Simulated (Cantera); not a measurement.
What does this Cantera script print?

```python
import numpy as np
import cantera as ct

gas_names = """
    H HNO HNO2 HNO3 HO2 H2 H2O H2O2 N NH NH2 NH3 NH2OH NO NO2 NO3 N2 N2H2 N2H4 N2O O OH O2 O3 Si SiH
    SiH2 SiH3 SiH4 SiN SiO SiO2 Si2 Si2N Si3
""".split()
cond_names = """
    H2O(s) H2O(L) Si(cr) Si(L) SiO2(Lqz) SiO2(hqz) SiO2(L) Si2N2O(s) Si3N4(a)
""".split()


# ... load() reads the species with a 1 bar reference pressure and builds the phases ...
atoms = {
    'Si': {'Si': 1},
    'N2O': {'N': 2, 'O': 1},
    'H2': {'H': 2},
}
top_T = {'Si2N2O(s)': 2100, 'Si3N4(a)': 2400}  # K; cautious upper limits of use, not melting points


# ... equilibrate(T, P, feed) seeds the gas with the atoms and calls Mixture.equilibrate('TP', solver="vcs", rtol=1e-11, max_steps=5000) ...
results = []
feed = {'Si': 1, 'N2O': 0.63, 'H2': 1.8}  # mol
P = 8800  # Pa
for T in [1350, 1400, 1450, 1500, 1550, 1600, 1650, 1700, 1750, 1800, 1850, 1900, 1950, 2000]:
    mix = equilibrate(T, P, feed)
    results.append((T, P, feed, dict(zip(mix.species_names, mix.species_moles))))

top = {s: max(r[3][s] / sum(r[3][g] for g in gas_names) for r in results) for s in gas_names}
cols = sorted((s for s in top if top[s] > 1e-06), key=lambda s: -top[s])[:7]
seen = [c for c in cond_names if any(r[3].get(c, 0) > 1e-12 for r in results)]
print("log10 of partial pressures in bar; condensed amounts in mol")
print(f"{'T/K':>10s}" + "".join(f"{s[:9]:>10s}" for s in cols + seen))
for T, P, feed, n in results:
    ng = sum(n[g] for g in gas_names)
    print(f"{T:10.4g}" + "".join(f"{np.log10(max(n[s] / ng * P / 1e5, 1e-99)):10.3f}" for s in cols)
          + "".join(f"{n.get(c, 0):10.4g}" for c in seen))
```

Result:

```
log10 of partial pressures in bar; condensed amounts in mol
       T/K        H2       SiO        N2         H        Si       H2O       SiH     Si(L) SiO2(hqz)   SiO2(L) Si2N2O(s)
      1350    -1.095    -6.894    -2.112    -6.171   -14.273    -5.067   -14.016         0   0.08654         0    0.4567
      1400    -1.095    -6.198    -2.112    -5.861   -13.211    -5.012   -13.061         0   0.08652         0    0.4567
      1450    -1.096    -5.551    -2.112    -5.572   -12.224    -4.961   -12.173         0   0.08648         0    0.4567
      1500    -1.096    -4.949    -2.112    -5.302   -11.304    -4.913   -11.346         0    0.0864         0    0.4567
      1550    -1.096    -4.386    -2.112    -5.050   -10.444    -4.868   -10.572         0   0.08616         0    0.4565
      1600    -1.096    -3.860    -2.110    -4.813    -9.639    -4.827    -9.849         0   0.08541         0    0.4557
      1650    -1.098    -3.368    -2.107    -4.591    -8.886    -4.789    -9.173         0   0.08319         0    0.4536
      1700    -1.104    -2.907    -2.097    -4.384    -8.181    -4.756    -8.544         0         0   0.07697    0.4474
      1750    -1.118    -2.481    -2.074    -4.193    -7.525    -4.732    -7.963         0         0   0.06038    0.4308
      1800    -1.153    -2.089    -2.023    -4.023    -6.925    -4.723    -7.445         0         0   0.01684    0.3873
      1850    -1.167    -2.007    -2.006    -3.852    -6.039    -5.301    -6.626         0         0         0    0.3701
      1900    -1.167    -2.006    -2.006    -3.684    -5.109    -6.006    -5.754         0         0         0    0.3697
      1950    -1.248    -1.808    -1.808    -3.564    -4.623    -6.158    -5.363    0.2334         0         0    0.1355
      2000    -1.289    -1.743    -1.743    -3.433    -4.361    -6.193    -5.174    0.3678         0         0         0
```

Equilibrium computed with Cantera from the NASA thermochemical tables; the gas is ideal and each condensed phase is pure. Mutual solubility and eutectic melting of coexisting phases are not modelled. The tables' values for SiN are old estimates; treat these amounts as uncertain. The tables hold silica as quartz up to 1696 K and as liquid above; real silica turns to tridymite and cristobalite and melts near 1996 K. Gases not in the tables: Si2H6 and higher silanes.
